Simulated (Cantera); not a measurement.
# Equilibrium for carbothermic reduction: Cu2O + CO + N2

Input: 1 mol Cu2O, 2.4 mol CO, 7.1 mol N2, held at 11.0 Pa.

Method: chemical equilibrium by Gibbs-energy minimisation in Cantera with the NASA 1993 tables (ideal gas, pure condensed phases). Candidate condensed phases: C, Cu, CuO, Cu2O; 27 gas species. Rates play no part.

At 1325 K the condensed part is Cu(s). From 1425 K to 1525 K the condensed part is Cu(l). From 1625 K to 2525 K nothing is condensed. The main Cu-bearing gas is Cu throughout.

| T (K) | log p N2 | log p CO | log p Cu | log p CO2 | log p O | log p O2 | log p NO | log p Cu2 | n Cu(s) | n Cu(l) |
|---|---|---|---|---|---|---|---|---|---|---|
| 1325 | -4.09 | -4.79 | -6.55 | -4.94 | -13.31 | -13.50 | -11.73 | -10.53 | 1.98 | 0 |
| 1425 | -4.09 | -4.80 | -5.66 | -4.94 | -11.83 | -11.94 | -10.71 | -9.29 | 0 | 1.81 |
| 1525 | -4.14 | -4.84 | -4.91 | -4.99 | -10.54 | -10.59 | -9.83 | -8.24 | 0 | 0.787 |
| 1625 | -4.17 | -4.87 | -4.72 | -5.02 | -9.42 | -9.41 | -9.07 | -8.28 | 0 | 0 |
| 1725 | -4.17 | -4.87 | -4.72 | -5.02 | -8.42 | -8.37 | -8.38 | -8.64 | 0 | 0 |
| 1825 | -4.17 | -4.87 | -4.72 | -5.02 | -7.54 | -7.46 | -7.77 | -8.97 | 0 | 0 |
| 1925 | -4.17 | -4.86 | -4.72 | -5.05 | -6.79 | -6.71 | -7.26 | -9.26 | 0 | 0 |
| 2025 | -4.17 | -4.82 | -4.72 | -5.13 | -6.19 | -6.20 | -6.88 | -9.53 | 0 | 0 |
| 2125 | -4.18 | -4.76 | -4.73 | -5.29 | -5.76 | -5.96 | -6.65 | -9.78 | 0 | 0 |
| 2225 | -4.19 | -4.72 | -4.74 | -5.53 | -5.46 | -5.92 | -6.54 | -10.01 | 0 | 0 |
| 2325 | -4.20 | -4.70 | -4.74 | -5.85 | -5.26 | -6.04 | -6.51 | -10.22 | 0 | 0 |
| 2425 | -4.20 | -4.68 | -4.75 | -6.22 | -5.15 | -6.30 | -6.56 | -10.42 | 0 | 0 |
| 2525 | -4.20 | -4.68 | -4.75 | -6.62 | -5.10 | -6.63 | -6.65 | -10.59 | 0 | 0 |
log p: log10 of the partial pressure in bar; n: condensed amount in mol.
